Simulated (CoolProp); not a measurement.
A single-stage vapour-compression cycle with R1336mzz(Z): evaporating at 305.15 K (dew point), condensing at 350.15 K (bubble point), superheat 0 K, subcooling 0 K, compressor efficiency 0.85, no pressure losses. Each further row changes one setting.

Values from CoolProp's reference Helmholtz-energy equation of state, McLinden 2020.

```csv
case,cooling COP,pressure ratio,discharge temperature (K),refrigerating effect (kJ/kg),volumetric capacity (kJ/m³)
as stated,4.43,4.13,350.1,107,702
evaporating temperature 310.15 K,…,3.45,350.1,111,864
condensing temperature 345.15 K,…,3.60,345.2,114,746
subcooling 5 K,…,4.13,350.1,114,746
superheat 10 K,4.54,4.13,350.3,116,732
compressor efficiency 0.75,3.91,4.13,350.1,107,702
```

### Question
Some entries are withheld; supply them.

### Answer

- evaporating temperature 310.15 K, cooling COP: 5.23
- condensing temperature 345.15 K, cooling COP: 5.19
- subcooling 5 K, cooling COP: 4.70

The compression ends wet for: as stated; evaporating temperature 310.15 K; condensing temperature 345.15 K; subcooling 5 K; compressor efficiency 0.75.
